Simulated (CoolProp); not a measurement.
Properties of isobutene along the isobar 12.7 bar.

The numbers come from the reference Helmholtz-energy equation of state, Lemmon 2005 in CoolProp. It is a short technical equation, of lower accuracy than the large ones.

```tsv
T (°C)	phase	density (kg/m³)	cp (kJ/(kg K))	speed of sound (m/s)	expansivity (1/kK)	fugacity coefficient
-107.05	liquid	732.8	1.940	1642	___	9.398e-5
-80.85	liquid	706.2	1.989	1483	___	0.001237
-54.65	liquid	679.2	2.054	1330	1.530	0.008026
-28.45	liquid	651.6	___	1181	1.652	0.03259
-2.25	liquid	622.6	2.238	1036	1.830	0.09564
23.95	liquid	591.5	2.363	892.4	2.099	___
50.05	liquid	557.1	2.521	747.4	2.537	0.4323
76.25	liquid	___	2.750	593.6	3.381	0.7373
102.45	gas	27.92	2.202	206.7	5.166	0.8457
128.65	gas	24.78	2.190	223.1	___	0.8768
```

Fill in the missing entries.


- -107.05, expansivity (1/kK): 1.389
- -80.85, expansivity (1/kK): 1.445
- -28.45, cp (kJ/(kg K)): 2.137
- 23.95, fugacity coefficient: 0.2221
- 76.25, density (kg/m³): 516.3
- 128.65, expansivity (1/kK): 4.046
